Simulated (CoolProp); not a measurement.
Computed with CoolProp (reference Helmholtz-energy equation of state, Lemmon 2006). It is a short technical equation, of lower accuracy than the large ones.

Problem. For nitrous oxide, give the phase and the density (kg/m³), Joule-Thomson coefficient (K/MPa) at -29.15 °C and 32900 kPa.

Solution. 
- -29.15 °C and 32900 kPa: liquid; density 1120, Joule-Thomson coefficient -0.217
